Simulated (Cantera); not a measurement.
**Equilibrium for carbothermic reduction: MgO + CO + H₂ + CH₄**

Input: 1 mol MgO, 2.1 mol CO, 3.3 mol H₂, 5.1 mol CH₄, at 1027 °C and 440 Pa.

These are equilibrium values from Cantera (NASA tables, ideal gas, pure condensed phases), not measurements of a reactor. Candidate condensed phases: C, C₆H₆, C₇H₈, C₈H₁₈, H₂O, Mg, MgCO₃, MgO, Mg(OH)₂; 116 gas species. Rates play no part.

The x(H₂) is 0.865 and the x(CO) is 0.135. The x(Mg) comes out as 0.000105. The x(CH₄) is 2.59e-5, the x(H) comes out as 1.55e-5 and the x(H₂O) is 4.67e-6. The n(C(graphite)) is 5.10 mol, the n(MgO(s)) is 0.998 mol and the gas amount comes out as 15.60 mol. The log10 activity of Mg(l) (absent) comes out as -6.09.
